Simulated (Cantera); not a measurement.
A perfectly stirred reactor is fed with CO : H2 : O2 : N2 = 1 : 0.066 : 0.41 : 1.03 (molar parts), equivalence ratio 1.3, at 0.770 bar; it is adiabatic with a 750 K inlet, and is followed from long to short residence time, starting on the burning branch (τ in s: 0.078, 0.03, 0.012, 0.0045, 0.0017, 0.00066, 0.00026, 9.8e-05, 3.8e-05, 1.5e-05, 5.6e-06).

Model: GRI-Mech 3.0 (53 species, 325 reactions), integrated in Cantera.

Task: Predict: blow-out, bracketed by the residence times tried; x(CO) at τ = 78.0 ms; x(H2) at τ = 78.0 ms; x(O2) at τ = 78.0 ms; x(OH) at τ = 78.0 ms; x(O) at τ = 78.0 ms; x(CO) at τ = 0.660 ms; x(H2) at τ = 0.660 ms; x(O2) at τ = 0.660 ms; x(OH) at τ = 0.660 ms; x(O) at τ = 0.660 ms.

Result: blow-out, bracketed by the residence times tried: burning at 98.0 µs, out at 38.0 µs
x(CO) at τ = 78.0 ms: 0.181
x(H2) at τ = 78.0 ms: 0.00223
x(O2) at τ = 78.0 ms: 0.0270
x(OH) at τ = 78.0 ms: 0.00761
x(O) at τ = 78.0 ms: 0.00657
x(CO) at τ = 0.660 ms: 0.230
x(H2) at τ = 0.660 ms: 0.00316
x(O2) at τ = 0.660 ms: 0.0519
x(OH) at τ = 0.660 ms: 0.00766
x(O) at τ = 0.660 ms: 0.0261
